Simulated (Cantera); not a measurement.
Cantera run, input and output.

```python
import numpy as np
import cantera as ct

gas = ct.Solution("gri30.yaml")
gas.TPX = 1000, 2200, {'H2': 0.0074, 'O2': 1}
reactor = ct.IdealGasConstPressureReactor(gas, energy="off", clone=False)
net = ct.ReactorNet([reactor])
net.rtol, net.atol = 1e-08, 1e-18
show = ['H2', 'O2', 'H2O', 'OH', 'H2O2', 'O']
times = np.geomspace(8e-05, 70, 15)

steps = ct.SolutionArray(gas, extra=["t"])
rows = []
print(f"{'t/s':>10s}{'T/K':>9s}{'P/Pa':>11s}" + "".join(f"{s:>11s}" for s in show))
for t in times:
    while net.time < t:
        t_next = net.step()
        steps.append(gas.state, t=t_next)
    rows.append([np.interp(t, steps.t, y) for y in (steps.T, steps.P, *steps(*show).X.T)])
    print(f"{t:10.3e}{rows[-1][0]:9.1f}{rows[-1][1]:11.4g}" + "".join(f"{x:11.3e}" for x in rows[-1][2:]))
rate = np.gradient(steps.T, steps.t)
print("integrator steps:", len(steps.t))
if steps.T.max() > steps.T[0] + 200:
    print(f"time of steepest temperature rise: {steps.t[rate.argmax()]:.4e} s")
gas.TPX = 1000, 2200, {'H2': 0.0074, 'O2': 1}
gas.equilibrate("TP")
print(f"equilibrium (TP): T = {gas.T:.1f} K  " + "  ".join(f"{s} {gas[s].X[0]:.3e}" for s in show))
```

Result:

```
       t/s      T/K       P/Pa         H2         O2        H2O         OH       H2O2          O
 8.000e-05   1000.0       2200  7.346e-03  9.927e-01  2.455e-13  3.328e-12  4.670e-17  3.492e-12
 2.126e-04   1000.0       2200  7.346e-03  9.927e-01  3.239e-12  1.516e-11  3.315e-16  1.726e-11
 5.649e-04   1000.0       2200  7.346e-03  9.927e-01  3.481e-11  5.795e-11  2.361e-15  7.872e-11
 1.501e-03   1000.0       2200  7.346e-03  9.927e-01  3.995e-10  2.892e-10  1.707e-14  4.888e-10
 3.988e-03   1000.0       2200  7.346e-03  9.927e-01  1.297e-08  6.274e-09  1.478e-13  1.164e-08
 1.060e-02   1000.0       2200  7.304e-03  9.926e-01  3.226e-05  1.488e-05  2.254e-10  2.782e-05
 2.816e-02   1000.0       2200  9.627e-05  9.893e-01  7.002e-03  2.955e-04  4.744e-08  3.039e-03
 7.483e-02   1000.0       2200  9.386e-06  9.914e-01  7.279e-03  1.230e-04  2.215e-08  1.128e-03
 1.988e-01   1000.0       2200  2.099e-06  9.923e-01  7.337e-03  5.941e-05  1.870e-08  2.726e-04
 5.284e-01   1000.0       2200  3.581e-07  9.926e-01  7.359e-03  2.569e-05  1.308e-08  5.057e-05
 1.404e+00   1000.0       2200  5.601e-08  9.926e-01  7.367e-03  1.085e-05  6.653e-09  8.823e-06
 3.731e+00   1000.0       2200  9.528e-09  9.926e-01  7.370e-03  4.806e-06  2.464e-09  1.701e-06
 9.914e+00   1000.0       2200  1.953e-09  9.926e-01  7.372e-03  2.312e-06  7.879e-10  3.915e-07
 2.634e+01   1000.0       2200  4.890e-10  9.926e-01  7.372e-03  1.205e-06  2.519e-10  1.065e-07
 7.000e+01   1000.0       2200  1.426e-10  9.926e-01  7.372e-03  6.670e-07  8.414e-11  3.271e-08
integrator steps: 1616
equilibrium (TP): T = 1000.0 K  H2 4.389e-12  O2 9.926e-01  H2O 7.373e-03  OH 1.199e-07  H2O2 3.068e-12  O 1.063e-09
```

Detailed kinetics in Cantera: GRI-Mech 3.0 (53 species, 325 reactions). Radical loss at walls, strong at low pressure, is not modelled.
